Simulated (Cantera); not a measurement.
Cantera with NASA thermochemical tables; ideal gases at 1 bar, condensed phases pure. Values are per mole of reaction as written; species without (g) are pure solids or liquids, kept so even where they would boil at 1 bar.

Question: Between 1348 and 1523 K, where is each reaction favourable under standard conditions?
- H2S(g) + Ca(g) → H2(g) + CaS

Answer: 
- H2S(g) + Ca(g) → H2(g) + CaS: ΔG° is -417 kJ at 1348 K and -393 kJ at 1523 K; it stays negative (K > 1). ΔH° is -607 kJ and ΔS° -141 J/K at 1523 K.
